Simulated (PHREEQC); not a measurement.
NaOH is added in steps, without added water, to 1 kg of water holding 190 mmol/kgw H2SO4, 0.14 mmol/kgw NiCl2 and 0.053 mmol/kgw KCl, at 30 °C. O2 is buffered at 0.21 atm. The system is closed to CO2. Only these solids could form: Ni(OH)2, Ni4(OH)6SO4, Halite, Mirabilite, Morenosite.

Base run: PHREEQC, ion-association model, wateq4f.dat. Each further column changes one thing. The table gives SO4-2 (mol/kgw).

```tsv
NaOH added (mol)	base	NiCl2 replaced by AlCl3 at the same molality	temperature from 30 to 25 °C	no solid may form
0	0.0238	0.0238	0.0260	0.0238
0.0525	0.0293	0.0292	0.0316	0.0293
0.0875	0.0341	0.0341	[?]	0.0341
0.14	0.0439	0.0438	0.0466	0.0439
0.1925	0.0577	0.0576	[?]	0.0577
0.2275	0.0694	0.0693	0.0717	0.0694
0.28	0.0904	0.0903	0.0922	0.0904
0.3325	0.115	0.115	0.116	0.115
0.3675	0.132	0.132	[?]	0.132
0.42	0.136	0.136	0.136	0.136
```

Problem. Fill in the missing entries.

Solution. 
- 0.0875, temperature from 30 to 25 °C: 0.0366
- 0.1925, temperature from 30 to 25 °C: 0.0602
- 0.3675, temperature from 30 to 25 °C: 0.133

The database's Ni(OH)2 is the aged solid; a fresh precipitate is more soluble.  In at least one series the solution becomes supersaturated in solids that the run did not let form, among them Ni(OH)2, Ni4(OH)6SO4. Solids allowed in the column 'NiCl2 replaced by AlCl3 at the same molality': Gibbsite, Basaluminite, Halite, Mirabilite, AlumK.
